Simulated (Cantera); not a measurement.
A perfectly stirred reactor is fed with 7.13 % CO, 0.998 % H2, 7.07 % O2, 84.8 % N2, at 760 Torr; it is adiabatic with a 523 K inlet, and is followed from long to short residence time, starting on the burning branch (τ in s: 0.17, 0.063, 0.024, 0.0089, 0.0033, 0.0012, 0.00047, 0.00017, 6.5e-05, 2.4e-05, 9.2e-06).

Computed with Cantera and GRI-Mech 3.0 (53 species, 325 reactions).

**Question.** Predict: blow-out, bracketed by the residence times tried; x(CO) at τ = 0.170 s; x(H2) at τ = 0.170 s; x(O2) at τ = 0.170 s; x(H2O2) at τ = 0.170 s; x(CO2) at τ = 0.170 s; x(CO) at τ = 1.20 ms; x(H2) at τ = 1.20 ms; x(O2) at τ = 1.20 ms.

**Answer.** 
- blow-out, bracketed by the residence times tried = burning at 63.0 ms, out at 24.0 ms
- x(CO) at τ = 0.170 s = 0.00239
- x(H2) at τ = 0.170 s = 5.53e-5
- x(O2) at τ = 0.170 s = 0.0325
- x(H2O2) at τ = 0.170 s = 2.26e-7
- x(CO2) at τ = 0.170 s = 0.0718
- x(CO) at τ = 1.20 ms = 0.0713
- x(H2) at τ = 1.20 ms = 0.00998
- x(O2) at τ = 1.20 ms = 0.0707
